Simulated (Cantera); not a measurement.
## Silicon etching in halogen gases: Si + HBr + N2

Input: 1 mol Si, 2.7 mol HBr, 0.48 mol N2, held at 2.10 Pa.

Equilibrium computed with Cantera from the NASA thermochemical tables; the gas is ideal and each condensed phase is pure. Candidate condensed phases: Br2, Si, Si3N4; 28 gas species. N2 is the only nitrogen source here; it is nearly inert below about 1500 K, so the nitride shown seldom forms there in practice. The tables' values for SiBr3 are old estimates; treat these amounts as uncertain. Rates play no part.

| T (K) | x HBr | x H2 | x SiBr4 | x SiBr2 | x N2 | x SiBr3 | n Si3N4(s) |
|---|---|---|---|---|---|---|---|
| 798 | 0.636 | 0.241 | 0.120 | 1.93e-6 | 0.00303 | 1.16e-5 | 0.236 |
| 823 | 0.637 | 0.240 | 0.120 | 6.94e-6 | 0.00287 | 2.54e-5 | 0.237 |
| 848 | 0.637 | 0.240 | 0.120 | 2.32e-5 | 0.00273 | 5.33e-5 | 0.237 |
| 873 | 0.638 | 0.239 | 0.120 | 7.20e-5 | 0.00262 | 0.000107 | 0.237 |
| 898 | 0.639 | 0.239 | 0.119 | 0.000209 | 0.00252 | 0.000206 | 0.237 |
| 923 | 0.640 | 0.238 | 0.118 | 0.000572 | 0.00246 | 0.000380 | 0.237 |
| 948 | 0.641 | 0.237 | 0.117 | 0.00146 | 0.00245 | 0.000676 | 0.237 |
| 973 | 0.643 | 0.234 | 0.114 | 0.00350 | 0.00256 | 0.00115 | 0.237 |
| 998 | 0.647 | 0.230 | 0.109 | 0.00770 | 0.00288 | 0.00184 | 0.236 |
| 1023 | 0.653 | 0.223 | 0.101 | 0.0154 | 0.00363 | 0.00274 | 0.236 |
| 1048 | 0.659 | 0.212 | 0.0888 | 0.0275 | 0.00521 | 0.00376 | 0.234 |
x: gas mole fraction; n: condensed amount in mol.

From 798 K to 1048 K the condensed part is Si3N4(s). The main Si-bearing gas is SiBr4 throughout.
